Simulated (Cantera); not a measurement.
Mixture: 12.3 % CO, 2.58 % H2, 5.40 % CH4, 11.4 % O2, 68.4 % N2, equivalence ratio 1.6, at 1.00 atm, adiabatic and at constant pressure. Ignition delay is the time to a rise of 400 K.

Model: GRI-Mech 3.0 (53 species, 325 reactions), integrated in Cantera. Below about 1000 K GRI-Mech 3.0 lacks low-temperature oxidation paths.

Problem. Predict: delay at 975 K; delay at 1125 K; delay at 1275 K; delay at 1425 K; delay at 1575 K; apparent activation energy between 1425 and 1575 K.

Solution. 
* **delay at 975 K**: 38.2 ms
* **delay at 1125 K**: 9.00 ms
* **delay at 1275 K**: 2.29 ms
* **delay at 1425 K**: 0.675 ms
* **delay at 1575 K**: 0.252 ms
* **apparent activation energy between 1425 and 1575 K**: 120 kJ/mol
